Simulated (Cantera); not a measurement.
Mixture: CH4 : H2 : O2 : N2 = 1 : 0.47 : 5.45 : 20.5 (molar parts), at 2.70 bar, adiabatic and at constant pressure. Ignition delay is the time to a rise of 400 K.

Computed with Cantera and GRI-Mech 3.0 (53 species, 325 reactions). Below about 1000 K GRI-Mech 3.0 lacks low-temperature oxidation paths. Below about 950 K walls govern HO2 and H2O2 in real vessels.

### Question
What does this change do: 0.044 parts C2H6 added?

### Answer
| quantity | before | after |
|---|---|---|
| delay at 873 K | 1.27 s | 1.39 s |
| delay at 1073 K | 3.85 ms | 4.41 ms |
| delay at 1273 K | 0.448 ms | 0.358 ms |
| delay at 1473 K | 0.108 ms | 77.6 µs |
| apparent activation energy between 1373 and 1573 K | 110 kJ/mol | 120 kJ/mol |
